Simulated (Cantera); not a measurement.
Feed: 1 mol NH₃, 0.032 mol O₂, held at 0.100 bar.

Equilibrium computed with Cantera from the NASA thermochemical tables; the gas is ideal and each condensed phase is pure. Candidate condensed phases: H₂O; 24 gas species. Equilibrium is a limit: real reactors are often held back by kinetics, nucleation or transport. All values below are at 925 K.

Base state: H₂ 0.718, N₂ 0.250, H₂O 0.0320, NH₃ 3.03e-5 (mole fractions); condensed: gas only.

### Question
What changes in the equilibrium state with this change: O₂ from 0.032 to 0.048 mol?

### Answer
```csv
species,before,after
H₂,0.718,0.702
N₂,0.250,0.250
H₂O,0.0320,0.0480
NH₃,3.03e-5,2.92e-5
```
